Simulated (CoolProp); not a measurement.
R1336mzz(E) at 298.15 K and 0.145 MPa is compressed adiabatically to 0.382 MPa with isentropic efficiency 0.9. Each further row changes one setting.

Computed with CoolProp (reference Helmholtz-energy equation of state, Akasaka 2023).

| case | work (kJ/kg) | final temperature (K) | final density (kg/m³) |
|---|---|---|---|
| as stated | 15.4 | 321.6 | 26.7 |
| efficiency 1 | 13.8 | 319.9 | 26.9 |
| efficiency 0.65 | 21.3 | 328.1 | 25.9 |
